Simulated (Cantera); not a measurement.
A freely propagating, adiabatic, planar premixed flame of 7.80 % CH4, 17.7 % O2, 74.5 % N2, equivalence ratio 0.88, unburnt at 650 K and 0.910 bar; unity-Lewis-number transport, grid criteria slope 0.08 and curve 0.16, no radiation.

Model: GRI-Mech 3.0 (53 species, 325 reactions), integrated in Cantera. Unity Lewis numbers drop preferential diffusion, which matters most where H2 and H carry the flame. Burning velocities carry a grid error of a few per cent, more on coarse grids.

Predict: laminar burning velocity; thermal thickness; peak x(H2); peak x(CH2O); peak x(CH2).


| Property | Value |
|---|---|
| laminar burning velocity | 95.1 cm/s |
| thermal thickness | 0.436 mm |
| peak x(H2) | 0.0159 |
| peak x(CH2O) | 0.000810 |
| peak x(CH2) | 3.72e-5 |
